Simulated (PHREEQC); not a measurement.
**Acid rinse or clean: speciation**

Consider water at 78 °C with 29 mmol/kgw H2SO4, 19.8 mmol/kgw ZnSO4 and 23 mmol/kgw MgCl2. Closed to the air; pH follows from the charge balance.

The numbers come from PHREEQC with the ion-association model, phreeqc.dat.

The pH is 1.63, the ionic strength is 0.122 mol/kgw and the density is 0.980 g/cm³. The total alkalinity comes out as -58.0 meq/kg.

| species | molality | activity | log γ |
|---|---|---|---|
| Cl- | 0.0424 | 0.0309 | -0.137 |
| H+ | 0.0293 | 0.0234 | -0.096 |
| HSO4- | 0.0287 | 0.0215 | -0.126 |
| Mg+2 | 0.0142 | 0.00496 | -0.457 |
| Zn+2 | 0.0129 | 0.00410 | -0.500 |
| MgSO4 | 0.00877 | 0.00903 | 0.012 |
| SO4-2 | 0.00778 | 0.00243 | -0.505 |
| ZnCl+ | 0.00339 | 0.00248 | -0.135 |
| ZnSO4 | 0.00321 | 0.00331 | 0.012 |
| Zn(SO4)2-2 | 0.000148 | 4.63e-5 | -0.506 |
| ZnCl2 | 9.37e-5 | 9.63e-5 | 0.012 |
| ZnCl3- | 5.98e-6 | 4.38e-6 | -0.135 |
| ZnCl4-2 | 3.07e-7 | 9.70e-8 | -0.500 |
| ZnOH+ | 7.77e-9 | 5.81e-9 | -0.126 |

This is a speciation only: nothing precipitates in the calculation. Away from 25 °C the constants follow the database's enthalpies or fits; those with neither stay at their 25 °C values.
